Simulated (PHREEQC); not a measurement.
Dissolve 0.004 mol HF, 0.0002 mol NH4F and 0.0019 mol (NH4)2SiF6 per kg of water at 85 °C. Closed to the air; pH follows from the charge balance.

All values are PHREEQC results (ion-association model, wateq4f.dat), not measurements.

Each row changes one thing in this solution. No solid was allowed to form.

| case | pH | ionic strength (mol/kgw) | HF (mol/kgw) | F- (mol/kgw) | HF2- (mol/kgw) | H2F2 (mol/kgw) |
|---|---|---|---|---|---|---|
| as made | 3.24 | 0.00547 | 0.00750 | 0.00286 | 9.06e-5 | 1.35e-5 |
| (NH4)2SiF6 replaced by NH4Cl at the same molality | 3.14 | 0.00287 | 0.00321 | 0.000959 | 1.30e-5 | 2.48e-6 |
| temperature from 85 to 5 °C | 2.85 | 0.00744 | 0.00239 | 0.00173 | 1.29e-5 | 2.98e-5 |
| NH4F left out | 3.21 | 0.00528 | 0.00756 | 0.00274 | 8.76e-5 | 1.38e-5 |
| HF from 0.004 to 0.0004 mol/kgw | 3.43 | 0.00487 | 0.00560 | 0.00336 | 7.94e-5 | 7.53e-6 |
| diluted 2-fold with water | 3.33 | 0.00257 | 0.00493 | 0.00229 | 4.76e-5 | 5.85e-6 |
| HF left out | 3.46 | 0.00481 | 0.00539 | 0.00342 | 7.78e-5 | 6.98e-6 |
| (NH4)2SiF6 left out | 3.14 | 0.000952 | 0.00323 | 0.000939 | 1.28e-5 | 2.51e-6 |

Some of these states are supersaturated (in Quartz (slow to form), Chalcedony (slow to form), for instance). Away from 25 °C the constants follow the database's enthalpies or fits; those with neither stay at their 25 °C values. SiF6-2 is the database's only silicon fluoride.
